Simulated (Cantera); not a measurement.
A perfectly stirred reactor is fed with CH4 : H2 : O2 = 0.0038 : 1 : 0.0098 (molar parts), equivalence ratio 52, at 0.0133 bar; it is held at 2300 K, and followed from long to short residence time.

Detailed kinetics in Cantera: GRI-Mech 3.0 (53 species, 325 reactions). Radical loss at walls, strong at low pressure, is not modelled.

x: mole fraction; the columns are a selection and need not sum to one.

```tsv
τ (s)	x CH4	x H2	x O2	x C2H2	x H2O2
1.4	1.00e-5	0.926	5.35e-7	(withheld)	2.80e-12
0.58	4.90e-5	0.939	1.60e-6	(withheld)	7.50e-12
0.23	0.000169	0.947	4.96e-6	(withheld)	2.73e-11
0.094	0.000387	0.951	1.41e-5	(withheld)	9.07e-11
0.038	0.000735	0.954	3.98e-5	(withheld)	2.93e-10
0.015	0.00124	0.956	0.000113	0.000638	9.34e-10
0.0062	0.00180	0.958	0.000297	(withheld)	2.71e-9
```

Question: Some entries are withheld; supply them.

Answer: 
- 1.4, x C2H2: 2.09e-6
- 0.58, x C2H2: 2.84e-5
- 0.23, x C2H2: 0.000187
- 0.094, x C2H2: 0.000484
- 0.038, x C2H2: 0.000690
- 0.0062, x C2H2: 0.000422
